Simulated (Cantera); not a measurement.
An isothermal, constant-pressure homogeneous reactor starts with 10.5 % NO, 89.5 % N2, at 2175 K and 750 Torr.

Cantera simulation using GRI-Mech 3.0 (53 species, 325 reactions); the numbers are that mechanism's predictions, not measurements.

x: mole fraction; the columns are a selection and need not sum to one.

| t (s) | x NO | x NO2 | x O | x O2 | x N2O | x N2 |
|---|---|---|---|---|---|---|
| 4.00e-5 | 0.105 | 1.29e-7 | 1.74e-6 | 1.19e-8 | 1.45e-6 | 0.895 |
| 0.000102 | 0.105 | 5.07e-7 | 4.91e-6 | 8.42e-8 | 3.03e-6 | 0.895 |
| 0.000261 | 0.105 | 1.75e-6 | 1.47e-5 | 6.62e-7 | 5.00e-6 | 0.895 |
| 0.000666 | 0.105 | 5.20e-6 | 4.18e-5 | 5.65e-6 | 5.92e-6 | 0.895 |
| 0.00170 | 0.105 | 1.13e-5 | 9.11e-5 | 4.51e-5 | 5.93e-6 | 0.895 |
| 0.00434 | 0.105 | 1.51e-5 | 0.000122 | 0.000237 | 5.87e-6 | 0.895 |
| 0.0111 | 0.103 | 1.65e-5 | 0.000134 | 0.000796 | 5.74e-6 | 0.896 |
| 0.0283 | 0.100 | 1.93e-5 | 0.000161 | 0.00229 | 5.41e-6 | 0.897 |
| 0.0722 | 0.0923 | [?] | [?] | [?] | [?] | 0.901 |
| 0.184 | 0.0711 | 2.76e-5 | 0.000317 | 0.0169 | 2.80e-6 | 0.912 |
| 0.471 | 0.0333 | 1.82e-5 | 0.000443 | 0.0357 | 8.64e-7 | 0.931 |
| 1.20 | [?] | [?] | 0.000508 | 0.0479 | 4.01e-7 | 0.943 |
| 3.07 | 0.00635 | 4.04e-6 | 0.000514 | 0.0492 | 3.86e-7 | 0.944 |
| 7.83 | 0.00634 | 4.04e-6 | 0.000514 | 0.0492 | 3.86e-7 | 0.944 |
| 20.0 | 0.00634 | 4.04e-6 | 0.000514 | 0.0492 | 3.86e-7 | 0.944 |

Question: Complete the blanks.

Answer: 
- 0.0722, x NO2: 2.41e-5
- 0.0722, x O: 0.000216
- 0.0722, x O2: 0.00637
- 0.0722, x N2O: 4.57e-6
- 1.20, x NO: 0.00889
- 1.20, x NO2: 5.60e-6
